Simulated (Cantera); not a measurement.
An isothermal, constant-pressure homogeneous reactor starts with H2 : O2 : N2 : H2O = 0.13 : 1 : 0.29 : 0.048 (molar parts), equivalence ratio 0.065, at 975 K and 0.0132 atm.

Cantera simulation using the H2/O2 subset of GRI-Mech 3.0, which has no nitrogen chemistry; the numbers are that mechanism's predictions, not measurements. Radical loss at walls, strong at low pressure, is not modelled. The temperature is held fixed by assumption; the heat of reaction is taken as removed at once.

x: mole fraction; the columns are a selection and need not sum to one.

```json
[
 {"t (s)": "0.000900", "x H2": "0.0886", "x O2": "0.681", "x H2O": "0.0327", "x OH": "2.24e-10", "x H2O2": "<1e-12", "x H": "7.24e-10", "x O": "5.38e-10"},
 {"t (s)": "0.00319", "x H2": "0.0886", "x O2": "0.681", "x H2O": "0.0327", "x OH": "2.56e-7", "x H2O2": "7.83e-12", "x H": "8.05e-7", "x O": "6.31e-7"},
 {"t (s)": "0.0113", "x H2": "0.00428", "x O2": "0.648", "x H2O": "0.109", "x OH": "0.00250", "x H2O2": "2.26e-7", "x H": "0.0188", "x O": "0.0160"},
 {"t (s)": "0.0402", "x H2": "0.000381", "x O2": "0.665", "x H2O": "0.126", "x OH": "0.000595", "x H2O2": "2.29e-7", "x H": "0.000450", "x O": "0.00167"},
 {"t (s)": "0.142", "x H2": "2.37e-5", "x O2": "0.666", "x H2O": "0.127", "x OH": "0.000134", "x H2O2": "1.27e-7", "x H": "6.00e-6", "x O": "9.87e-5"},
 {"t (s)": "0.505", "x H2": "1.76e-6", "x O2": "0.666", "x H2O": "0.127", "x OH": "4.15e-5", "x H2O2": "4.69e-8", "x H": "1.71e-7", "x O": "9.17e-6"},
 {"t (s)": "1.79", "x H2": "1.94e-7", "x O2": "0.666", "x H2O": "0.127", "x OH": "1.61e-5", "x H2O2": "1.60e-8", "x H": "9.94e-9", "x O": "1.38e-6"},
 {"t (s)": "6.36", "x H2": "[?]", "x O2": "0.666", "x H2O": "0.127", "x OH": "[?]", "x H2O2": "[?]", "x H": "9.02e-10", "x O": "[?]"},
 {"t (s)": "22.6", "x H2": "[?]", "x O2": "0.666", "x H2O": "0.127", "x OH": "[?]", "x H2O2": "[?]", "x H": "1.03e-10", "x O": "[?]"},
 {"t (s)": "80.0", "x H2": "1.79e-9", "x O2": "0.666", "x H2O": "0.127", "x OH": "1.77e-6", "x H2O2": "5.89e-10", "x H": "1.32e-11", "x O": "1.68e-8"}
]
```

### Question
Fill in the missing entries.

### Answer

- 6.36, x H2: 3.33e-8
- 6.36, x OH: 7.24e-6
- 6.36, x H2O2: 5.53e-9
- 6.36, x O: 2.79e-7
- 22.6, x H2: 7.29e-9
- 22.6, x OH: 3.51e-6
- 22.6, x H2O2: 1.85e-9
- 22.6, x O: 6.58e-8
